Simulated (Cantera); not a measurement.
An isothermal, constant-pressure homogeneous reactor starts with H2 : O2 : N2 = 1.4 : 1 : 0.65 (molar parts), at 1225 K and 0.132 atm.

Model: the H2/O2 subset of GRI-Mech 3.0, which has no nitrogen chemistry, integrated in Cantera. The temperature is held fixed by assumption; the heat of reaction is taken as removed at once.

x: mole fraction; the columns are a selection and need not sum to one.

| t (s) | x H2 | x O2 | x OH | x H2O | x H2O2 | x HO2 |
|---|---|---|---|---|---|---|
| 3.00e-5 | 0.459 | 0.328 | 4.75e-8 | 5.13e-7 | 4.76e-10 | 7.50e-8 |
| 7.98e-5 | 0.459 | 0.328 | 1.93e-5 | 0.000234 | 1.85e-8 | 3.98e-6 |
| 0.000212 | 0.0547 | 0.151 | 0.0123 | 0.366 | 3.61e-6 | 4.14e-5 |
| 0.000564 | 0.0166 | 0.132 | 0.00605 | 0.554 | 6.51e-6 | 4.57e-5 |
| 0.00150 | 0.00191 | 0.128 | 0.00172 | 0.592 | 3.48e-6 | 2.58e-5 |
| 0.00399 | ? | 0.128 | ? | 0.595 | ? | ? |
| 0.0106 | 3.02e-5 | 0.128 | 0.000237 | 0.596 | 3.05e-7 | 1.14e-6 |
| 0.0282 | 6.10e-6 | 0.128 | 0.000116 | 0.596 | 9.70e-8 | 2.73e-7 |
| 0.0751 | 1.64e-6 | 0.128 | 6.31e-5 | 0.596 | 3.35e-8 | 8.27e-8 |
| 0.200 | 5.33e-7 | 0.128 | 3.67e-5 | 0.596 | 1.24e-8 | 3.23e-8 |
| 0.531 | 2.05e-7 | 0.128 | 2.27e-5 | 0.596 | 5.05e-9 | 1.94e-8 |
| 1.41 | 1.12e-7 | 0.128 | 1.63e-5 | 0.596 | 2.72e-9 | 1.77e-8 |
| 3.76 | 9.75e-8 | 0.128 | 1.50e-5 | 0.596 | 2.33e-9 | 1.79e-8 |
| 10.0 | 9.72e-8 | 0.128 | 1.49e-5 | 0.596 | 2.32e-9 | 1.79e-8 |

What belongs in the gaps?


- 0.00399, x H2: 0.000211
- 0.00399, x OH: 0.000570
- 0.00399, x H2O2: 1.04e-6
- 0.00399, x HO2: 5.95e-6
